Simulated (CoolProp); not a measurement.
Values from CoolProp's reference Helmholtz-energy equation of state, Tillner-Roth 1997.

Question: For CH2F2 (R32), give the phase and the Z, cv (kJ/(kg K)), Joule-Thomson coefficient (K/MPa), conductivity (mW/(m K)) at 386.6 K and 2.45 MPa.

Answer: 
- 386.6 K and 2.45 MPa: gas; Z 0.877, cv 0.874, Joule-Thomson coefficient 10.6, conductivity 24.9

Thermal conductivity comes from a separate model (Huber 2003), an estimate that may be off by 10 % or more.
